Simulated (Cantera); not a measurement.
A closed system holds: 1 mol Mg(OH)2, 0.31 mol C, a varied amount of H2, held at 1577 °C and 7.70 bar.

Method: chemical equilibrium by Gibbs-energy minimisation in Cantera with the NASA 1993 tables (ideal gas, pure condensed phases). Candidate condensed phases: C, C6H6, C7H8, C8H18, H2O, Mg, MgCO3, MgO, Mg(OH)2; 116 gas species. Equilibrium is a limit: real reactors are often held back by kinetics, nucleation or transport.

x: gas mole fraction; n: condensed amount in mol.

```tsv
n(H2) (mol)	x H2	x H2O	x CO	x CO2	x H	x OH	n MgO(s)
0.55	0.487	0.346	0.142	0.0250	0.000136	7.11e-6	1.000
0.73	0.529	0.318	0.132	0.0198	0.000141	6.28e-6	1.000
0.96	0.575	0.289	0.121	0.0152	0.000147	5.46e-6	1.000
1.3	0.628	0.253	0.108	0.0109	0.000154	4.59e-6	1.000
1.7	0.675	0.221	0.0952	0.00777	0.000160	3.86e-6	1.000
2.2	0.720	?	?	?	0.000165	?	1.000
3	0.771	0.157	0.0685	0.00346	0.000170	2.56e-6	1.000
3.9	0.810	0.130	0.0572	0.00229	0.000175	2.07e-6	1.000
5.2	0.848	?	?	?	0.000179	?	1.000
6.9	0.879	0.0832	0.0369	0.000869	0.000182	1.27e-6	1.000
9.1	0.904	0.0658	0.0292	0.000529	0.000185	9.92e-7	1.000
```

Problem. Complete the blanks.

Solution. 
- 2.2, x H2O: 0.191
- 2.2, x CO: 0.0828
- 2.2, x CO2: 0.00547
- 2.2, x OH: 3.23e-6
- 5.2, x H2O: 0.105
- 5.2, x CO: 0.0462
- 5.2, x CO2: 0.00142
- 5.2, x OH: 1.63e-6
